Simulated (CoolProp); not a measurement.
Ethanol at 293.15 K and 1.09 MPa flows at 0.5 m/s in a round tube of 1 mm bore and 0.25 µm roughness, fully developed (64/Re and Nu = 3.66 if laminar; Colebrook and Gnielinski if turbulent). Each further row changes one setting.

Model: reference Helmholtz-energy equation of state, Schroeder 2014, in CoolProp.

| case | Reynolds number | Darcy friction factor | pressure drop (Pa/m) | heat-transfer coefficient (W/(m² K)) | mass flow (kg/h) |
|---|---|---|---|---|---|
| as stated | ? | ? | ? | 604 | ? |
| velocity 1 m/s | 658 | 0.0973 | ? | 604 | 2.23 |
| diameter 2 mm | 658 | 0.0973 | ? | ? | 4.47 |

Question: Complete the blanks.

Answer: 
- as stated, Reynolds number: 329
- as stated, Darcy friction factor: 0.195
- as stated, pressure drop (Pa/m): 19200
- as stated, mass flow (kg/h): 1.12
- velocity 1 m/s, pressure drop (Pa/m): 38400
- diameter 2 mm, pressure drop (Pa/m): 4800
- diameter 2 mm, heat-transfer coefficient (W/(m² K)): 302

Viscosity comes from a separate model (Kiselev 2005). Thermal conductivity comes from a separate model (Assael 2013).
